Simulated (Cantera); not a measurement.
What does this Cantera script print?

```python
import numpy as np
import cantera as ct

gas = ct.Solution("h2o2.yaml")
gas.TPX = 650, 290000, {'H2': 1, 'O2': 0.333, 'N2': 0.867}
flame = ct.FreeFlame(gas, width=0.019)
flame.set_refine_criteria(ratio=3, slope=0.08, curve=0.16)
flame.transport_model = "mixture-averaged"
flame.solve(loglevel=0, auto=True)
flame.transport_model = "multicomponent"
flame.soret_enabled = False
flame.solve(loglevel=0, refine_grid=True)
z, T = flame.grid, flame.T
thick = (T[-1] - T[0]) / np.gradient(T, z).max()
show = ['H2', 'O2', 'H2O', 'O', 'OH', 'H2O2']
print(f"laminar burning velocity  {flame.velocity[0] * 100:.3f} cm/s")
print(f"burnt temperature         {T[-1]:.1f} K")
print(f"thermal thickness         {thick * 1e3:.4f} mm")
print(f"grid points               {len(z)}")
z0 = z[flame.heat_release_rate.argmax()]
print(f"{'z/mm':>9s}{'T/K':>9s}{'u/(m/s)':>9s}" + "".join(f"{s:>11s}" for s in show))
rows = []
for k in (-3, -2, -1.5, -1, -0.5, -0.25, 0, 0.25, 0.5, 1, 2, 4, 8):
    zz = z0 + k * thick
    rows.append([k * thick, np.interp(zz, z, T), np.interp(zz, z, flame.velocity),
                 *(np.interp(zz, z, flame.X[gas.species_index(s)]) for s in show)])
    print(f"{rows[-1][0] * 1e3:9.3f}{rows[-1][1]:9.1f}{rows[-1][2]:9.3f}" + "".join(f"{x:11.3e}" for x in rows[-1][3:]))
```

Output:

```
laminar burning velocity  1370.712 cm/s
burnt temperature         2729.4 K
thermal thickness         0.1110 mm
grid points               130
     z/mm      T/K  u/(m/s)         H2         O2        H2O          O         OH       H2O2
   -0.333    650.0   13.707  4.545e-01  1.514e-01  5.481e-13  8.967e-16  4.204e-17  1.459e-15
   -0.222    650.0   13.707  4.545e-01  1.514e-01  1.273e-10  7.032e-13  3.383e-14  2.488e-13
   -0.166    650.0   13.707  4.545e-01  1.514e-01  1.526e-09  1.478e-11  7.391e-13  3.567e-12
   -0.111    650.0   13.708  4.545e-01  1.514e-01  1.948e-07  3.456e-09  3.115e-10  7.553e-10
   -0.055    669.6   14.075  4.520e-01  1.512e-01  6.843e-04  1.064e-05  6.169e-05  3.598e-06
   -0.028    914.5   18.815  4.194e-01  1.444e-01  2.163e-02  4.958e-04  1.200e-03  2.562e-05
    0.000   1410.4   27.883  2.968e-01  9.843e-02  1.224e-01  5.551e-03  5.182e-03  8.547e-06
    0.028   1764.9   34.241  1.826e-01  3.351e-02  2.436e-01  9.048e-03  1.255e-02  2.969e-06
    0.055   1930.7   37.122  1.537e-01  1.257e-02  2.831e-01  8.524e-03  1.644e-02  1.794e-06
    0.111   2098.9   39.908  1.527e-01  6.253e-03  2.982e-01  7.060e-03  1.860e-02  1.030e-06
    0.222   2270.3   42.622  1.587e-01  4.249e-03  3.082e-01  5.080e-03  1.871e-02  6.224e-07
    0.444   2431.5   45.073  1.637e-01  2.655e-03  3.193e-01  3.188e-03  1.704e-02  4.152e-07
    0.888   2567.0   47.061  1.675e-01  1.466e-03  3.299e-01  1.758e-03  1.408e-02  2.912e-07
```

Computed with Cantera and the H2/O2 subset of GRI-Mech 3.0, which has no nitrogen chemistry. The hydrogen kinetics of GRI-Mech 3.0 are dated; newer H2 mechanisms differ, most at raised pressure. Burning velocities carry a grid error of a few per cent, more on coarse grids.
